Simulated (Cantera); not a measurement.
An isothermal, constant-pressure homogeneous reactor starts with C2H6 : N2 = 1 : 13 (molar parts), at 1000 K and 13300 Pa. Integrator tolerance rtol = 1e-08.

Computed with Cantera and GRI-Mech 3.0 (53 species, 325 reactions). GRI-Mech 3.0 stops at C3 and has no aromatics, soot or wall deposition, so with more carbon than oxygen in the feed, carbon stays in small species such as C2H2 where larger ones or solid carbon would form.

Q: What does this change do: temperature 1000 to 1825 K?

A: 
```csv
quantity,before,after
x(C2H6) at 300 s,0.00121 (gas-phase equilibrium 5.85e-5),3.63e-10 (gas-phase equilibrium 1.35e-10)
x(H2) at 300 s,0.0672 (gas-phase equilibrium 0.0159),0.125 (gas-phase equilibrium 0.125)
x(C2H2) at 300 s,0.0103 (gas-phase equilibrium 0.00945),0.0620 (gas-phase equilibrium 0.0219)
x(C2H4) at 300 s,0.0507 (gas-phase equilibrium 0.0103),2.02e-5 (gas-phase equilibrium 7.12e-6)
x(CH3) at 300 s,9.60e-8 (gas-phase equilibrium 6.22e-8),4.69e-6 (gas-phase equilibrium 2.88e-6)
```

Q: What does this change do: temperature 1000 to 1598 K?

A: 
```tsv
quantity	before	after
x(C2H6) at 300 s	0.00121 (gas-phase equilibrium 5.85e-5)	8.21e-9 (gas-phase equilibrium 3.32e-9)
x(H2) at 300 s	0.0672 (gas-phase equilibrium 0.0159)	0.124 (gas-phase equilibrium 0.125)
x(C2H2) at 300 s	0.0103 (gas-phase equilibrium 0.00945)	0.0622 (gas-phase equilibrium 0.0250)
x(C2H4) at 300 s	0.0507 (gas-phase equilibrium 0.0103)	0.000116 (gas-phase equilibrium 4.66e-5)
x(CH3) at 300 s	9.60e-8 (gas-phase equilibrium 6.22e-8)	3.87e-6 (gas-phase equilibrium 2.46e-6)
```
